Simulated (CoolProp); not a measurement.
Vapour-liquid equilibrium of carbon dioxide (1) + R125 (2) at 1.14 MPa; x and y are mole fractions of (1).

Model: multi-fluid Helmholtz-energy mixture model, Span 1996 and Lemmon 2005; pair parameters Bell 2016, in CoolProp.

```
x     bubble temperature (°C)  y at the bubble point  dew temperature at overall composition x (°C)  liquid density (mol/L)
----  -----------------------  ---------------------  ---------------------------------------------  ----------------------
0.05                     11.8                  0.168                                           16.2                   10.77
0.15                      0.7                  0.431                                           12.4                   11.81
0.25                     -8.1                  0.604                                            8.5                   12.87
0.35                    -14.9                  0.715                                            4.3                   13.96
0.45                    -20.1                  0.790                                           -0.2                   15.12
0.55                    -24.2                  0.844                                           -5.2                   16.40
0.65                    -27.5                  0.886                                          -10.8                   17.83
0.75                    -30.4                  0.921                                          -17.2                   19.47
0.85                    -33.0                  0.953                                          -24.6                   21.41
0.95                    -35.4                  0.984                                          -32.7                   23.72
```

No azeotrope shows between x = 0.05 and 0.95.

Pair parameters are fitted to limited data, so mixtures are less certain than the pure fluids. The gap from Raoult's law changes sign with composition, which may be real or a fault of the pair parameters; it wasn't checked against measurements.
